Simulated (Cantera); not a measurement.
Charge: 1 mol C2H6, 0.84 mol O2, 1.6 mol H2, held at 902 °C and 9000 Torr.

Cantera equilibrium calculation (NASA polynomials, part measured and part estimated; ideal gas, pure solids and liquids). Candidate condensed phases: C, C6H6, C7H8, C8H18, H2O; 110 gas species. The numbers say what is thermodynamically allowed, not how fast it happens.

Base state: H2 0.618, CO 0.222, CH4 0.0877, H2O 0.0569, CO2 0.0160 (mole fractions); condensed: C(graphite).

Task: What changes in the equilibrium state with this change: temperature from 902 °C to 2700 °C?

Result: 
| species | before | after |
|---|---|---|
| H2 | 0.618 | 0.677 |
| CO | 0.222 | 0.263 |
| H | 2.78e-8 | 0.0345 |
| CH4 | 0.0877 | 0.000344 |
| H2O | 0.0569 | 2.52e-5 |
| C2H2 (acetylene) | 3.93e-8 | 0.0236 |
| CO2 | 0.0160 | 1.33e-6 |
| C4H2 | <1e-9 | 0.000344 |
| C2H | <1e-9 | 0.000199 |
| C2H2 (vinylidene) | <1e-9 | 7.00e-5 |
| C(graphite), mol | 0.240 | 0 |
